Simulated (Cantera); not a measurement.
Input (Python, Cantera) and output of one run.

```python
import numpy as np
import cantera as ct

gas_names = [...]  # 123 gases of nasa_gas.yaml made of C, H, O, Si
cond_names = """
    C(gr) C6H6(L) C7H8(L) C8H18(L),n-octa H2O(s) H2O(L) Si(cr) Si(L) SiC(b) SiO2(Lqz) SiO2(hqz) SiO2(L)
""".split()


# ... load() reads the species with a 1 bar reference pressure and builds the phases ...
atoms = {
    'SiO2': {'Si': 1, 'O': 2},
    'CH4': {'C': 1, 'H': 4},
    'CO': {'C': 1, 'O': 1},
}
top_T = {'C(gr)': 4500, 'SiC(b)': 3050}  # K; cautious upper limits of use, not melting points


# ... equilibrate(T, P, feed) seeds the gas with the atoms and calls Mixture.equilibrate('TP', solver="vcs", rtol=1e-11, max_steps=5000) ...
results = []
T = 1600  # K
P = 1333.22  # Pa
for m in [0.64, 0.83, 1.1, 1.4, 1.9, 2.4, 3.2]:
    feed = {'SiO2': 1, 'CH4': m, 'CO': 1.1}  # mol
    mix = equilibrate(T, P, feed)
    results.append((T, P, feed, dict(zip(mix.species_names, mix.species_moles))))
    x = sorted(zip(gas.X, gas.species_names), reverse=True)
    print(f"T = {T:g} K  P = {P:g} Pa  n(CH4) = {m:g} mol  gas = {mix.phase_moles(0):.4g} mol")
    print("   x: " + "  ".join(f"{s} {v:.3e}" for v, s in x if v > 1e-05))
    print("   condensed (mol): " + ("  ".join(f"{mix.phase(i).name} {mix.phase_moles(i):.4g}"
          for i in range(1, mix.n_phases) if mix.phase_moles(i) > 1e-12) or "none"))
```

Result:

```
T = 1600 K  P = 1333.22 Pa  n(CH4) = 0.64 mol  gas = 3.022 mol
   x: CO 5.230e-01  H2 4.234e-01  SiO 5.328e-02  H 3.064e-04  H2O 1.529e-05
   condensed (mol): SiC(b) 0.1597  SiO2(hqz) 0.6793
T = 1600 K  P = 1333.22 Pa  n(CH4) = 0.83 mol  gas = 3.575 mol
   x: CO 4.807e-01  H2 4.641e-01  SiO 5.480e-02  H 3.208e-04  H2O 1.630e-05
   condensed (mol): SiC(b) 0.2114  SiO2(hqz) 0.5927
T = 1600 K  P = 1333.22 Pa  n(CH4) = 1.1 mol  gas = 4.363 mol
   x: H2 5.041e-01  CO 4.391e-01  SiO 5.648e-02  H 3.343e-04  H2O 1.718e-05
   condensed (mol): SiC(b) 0.2846  SiO2(hqz) 0.469
T = 1600 K  P = 1333.22 Pa  n(CH4) = 1.4 mol  gas = 5.239 mol
   x: H2 5.343e-01  CO 4.074e-01  SiO 5.790e-02  H 3.442e-04  H2O 1.776e-05
   condensed (mol): SiC(b) 0.3656  SiO2(hqz) 0.3311
T = 1600 K  P = 1333.22 Pa  n(CH4) = 1.9 mol  gas = 6.701 mol
   x: H2 5.669e-01  CO 3.731e-01  SiO 5.963e-02  H 3.545e-04  H2O 1.830e-05
   condensed (mol): SiC(b) 0.5002  SiO2(hqz) 0.1002
T = 1600 K  P = 1333.22 Pa  n(CH4) = 2.4 mol  gas = 7.901 mol
   x: H2 6.073e-01  CO 3.544e-01  SiO 3.796e-02  H 3.669e-04  H2O 1.524e-05
   condensed (mol): SiC(b) 0.7001
T = 1600 K  P = 1333.22 Pa  n(CH4) = 3.2 mol  gas = 9.502 mol
   x: H2 6.733e-01  CO 3.253e-01  SiO 9.435e-04  H 3.864e-04  C2H2,acetylene 1.852e-05
   condensed (mol): C(gr) 0.2175  SiC(b) 0.991
```

These are equilibrium values from Cantera (NASA tables, ideal gas, pure condensed phases), not measurements of a reactor. Mutual solubility and eutectic melting of coexisting phases are not modelled. The tables hold silica as quartz up to 1696 K and as liquid above; real silica turns to tridymite and cristobalite and melts near 1996 K.
